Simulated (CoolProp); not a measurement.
c-C4F8 (RC318) at 290.3 K and 0.477 MPa flows at 4.7 m/s in a round tube of 1 mm bore and 0.25 µm roughness, fully developed (64/Re and Nu = 3.66 if laminar; Colebrook and Gnielinski if turbulent). Each further row changes one setting.

Values from CoolProp's reference Helmholtz-energy equation of state, Platzer 1990. This equation is an older, rougher fit; its heat capacities, sound speeds and derivatives of the liquid may be far off and weren't checked against measurements.

```
case              Reynolds number  Darcy friction factor  pressure drop (Pa/m)  heat-transfer coefficient (W/(m² K))  mass flow (kg/h)
----------------  ---------------  ---------------------  --------------------  ------------------------------------  ----------------
as stated                       ?                 0.0272                460000                                  8770              20.3
velocity 9.4 m/s            35100                      ?               1580000                                 16300                 ?
diameter 2 mm               35100                 0.0230                194000                                     ?              81.4
```

Problem. What belongs in the gaps?

Solution. 
- as stated, Reynolds number: 17600
- velocity 9.4 m/s, Darcy friction factor: 0.0234
- velocity 9.4 m/s, mass flow (kg/h): 40.7
- diameter 2 mm, heat-transfer coefficient (W/(m² K)): 8060

Viscosity comes from a separate model (Huber 2003), an estimate that may be off by 10 % or more. Thermal conductivity comes from a separate model (Huber 2003), an estimate that may be off by 10 % or more.
